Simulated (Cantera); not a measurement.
Input: 1 mol CH₃SiCl₃, 0.12 mol C₂H₂, 1400 mol H₂, equilibrated at 2173.15 K and 12.8 Torr.

Equilibrium computed with Cantera from the NASA thermochemical tables; the gas is ideal and each condensed phase is pure. Candidate condensed phases: C, C₆H₆, C₇H₈, C₈H₁₈, Si, SiC; 109 gas species. The feed counts by its element totals alone. The numbers say what is thermodynamically allowed, not how fast it happens.

Base state: H₂ 0.960, H 0.0363, HCl 0.00204, Si 0.000627, C₂H₂ (acetylene) 0.000417, Cl 5.62e-5, SiH 3.74e-5, SiC₂ 1.07e-5 (mole fractions); condensed: gas only.

**Question.** What changes in the equilibrium state with this change: H₂ from 1400 to 37 mol?

**Answer.** 
| species | before | after |
|---|---|---|
| H₂ | 0.960 | 0.889 |
| HCl | 0.00204 | 0.0690 |
| H | 0.0363 | 0.0349 |
| Cl | 5.62e-5 | 0.00198 |
| Si | 0.000627 | 0.00165 |
| SiCl₂ | 3.23e-7 | 0.00105 |
| SiCl | 2.34e-6 | 0.000216 |
| Si₂C | 5.66e-6 | 8.80e-5 |
| SiC₂ | 1.07e-5 | 0.000143 |
| C(graphite), mol | 0 | 0.200 |
| SiC(s), mol | 0 | 0.863 |
The tables' values for SiCl are old estimates; treat these amounts as uncertain. Gases not in the tables: Si₂H₆ and higher silanes.

**Question.** What changes in the equilibrium state with this change: H₂ from 1400 to 26 mol?

**Answer.** 
```tsv
species	before	after
H₂	0.960	0.863
HCl	0.00204	0.0939
H	0.0363	0.0344
Cl	5.62e-5	0.00273
SiCl₂	3.23e-7	0.00200
SiCl	2.34e-6	0.000299
Si₂C	5.66e-6	8.80e-5
C(graphite), mol	0	0.245
SiC(s), mol	0	0.870
```
The tables' values for SiCl are old estimates; treat these amounts as uncertain. Gases not in the tables: Si₂H₆ and higher silanes.
